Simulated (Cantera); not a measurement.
A freely propagating, adiabatic, planar premixed flame of 54.1 % H2, 9.68 % O2, 36.3 % N2, equivalence ratio 2.8, unburnt at 650 K and 10.0 bar; mixture-averaged transport, grid criteria slope 0.08 and curve 0.16, no radiation.

Detailed kinetics in Cantera: the H2/O2 subset of GRI-Mech 3.0, which has no nitrogen chemistry. The hydrogen kinetics of GRI-Mech 3.0 are dated; newer H2 mechanisms differ, most at raised pressure. Burning velocities carry a grid error of a few per cent, more on coarse grids.

Problem. Predict: laminar burning velocity; thermal thickness; peak x(OH); peak x(H2O2); peak x(O).

Solution. laminar burning velocity: 820 cm/s
thermal thickness: 0.0278 mm
peak x(OH): 0.00163
peak x(H2O2): 6.95e-5
peak x(O): 0.000882
